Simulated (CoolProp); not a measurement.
Vapour-liquid equilibrium of p-xylene (1) + n-undecane (2) at 325.2 K; x and y are mole fractions of (1).

Model: multi-fluid Helmholtz-energy mixture model, Zhou 2012 and Aleksandrov 2011; pair parameters Bell 2016, in CoolProp.

```json
[
 {"x": "0.05", "bubble pressure, mixture model (kPa)": "0.5891", "bubble pressure, Raoult's law (kPa)": "0.5898", "y, mixture model": "0.405", "y, Raoult's law": "0.406"},
 {"x": "0.125", "bubble pressure, mixture model (kPa)": "0.9195", "bubble pressure, Raoult's law (kPa)": "0.9210", "y, mixture model": "0.648", "y, Raoult's law": "0.649"},
 {"x": "0.2", "bubble pressure, mixture model (kPa)": "1.250", "bubble pressure, Raoult's law (kPa)": "1.252", "y, mixture model": "0.763", "y, Raoult's law": "0.764"},
 {"x": "0.275", "bubble pressure, mixture model (kPa)": "1.580", "bubble pressure, Raoult's law (kPa)": "1.583", "y, mixture model": "?", "y, Raoult's law": "0.831"},
 {"x": "0.35", "bubble pressure, mixture model (kPa)": "?", "bubble pressure, Raoult's law (kPa)": "1.915", "y, mixture model": "?", "y, Raoult's law": "0.875"},
 {"x": "0.425", "bubble pressure, mixture model (kPa)": "2.240", "bubble pressure, Raoult's law (kPa)": "2.246", "y, mixture model": "0.905", "y, Raoult's law": "0.906"},
 {"x": "0.5", "bubble pressure, mixture model (kPa)": "2.570", "bubble pressure, Raoult's law (kPa)": "2.577", "y, mixture model": "0.928", "y, Raoult's law": "0.928"},
 {"x": "0.575", "bubble pressure, mixture model (kPa)": "2.901", "bubble pressure, Raoult's law (kPa)": "2.908", "y, mixture model": "0.946", "y, Raoult's law": "0.946"},
 {"x": "0.65", "bubble pressure, mixture model (kPa)": "3.232", "bubble pressure, Raoult's law (kPa)": "3.240", "y, mixture model": "0.960", "y, Raoult's law": "0.960"},
 {"x": "0.725", "bubble pressure, mixture model (kPa)": "3.563", "bubble pressure, Raoult's law (kPa)": "3.571", "y, mixture model": "0.971", "y, Raoult's law": "0.972"},
 {"x": "0.8", "bubble pressure, mixture model (kPa)": "3.896", "bubble pressure, Raoult's law (kPa)": "3.902", "y, mixture model": "0.981", "y, Raoult's law": "0.981"},
 {"x": "0.875", "bubble pressure, mixture model (kPa)": "4.229", "bubble pressure, Raoult's law (kPa)": "4.233", "y, mixture model": "0.989", "y, Raoult's law": "0.989"},
 {"x": "0.95", "bubble pressure, mixture model (kPa)": "4.563", "bubble pressure, Raoult's law (kPa)": "4.564", "y, mixture model": "0.996", "y, Raoult's law": "0.996"}
]
```

Problem. Fill in the missing entries.

Solution. 
- 0.275, y, mixture model: 0.830
- 0.35, bubble pressure, mixture model (kPa): 1.910
- 0.35, y, mixture model: 0.874

The largest gap from Raoult's law is -0.3 % in bubble pressure, at x = 0.5. No azeotrope shows between x = 0.05 and 0.95.

Pair parameters are fitted to limited data, so mixtures are less certain than the pure fluids.
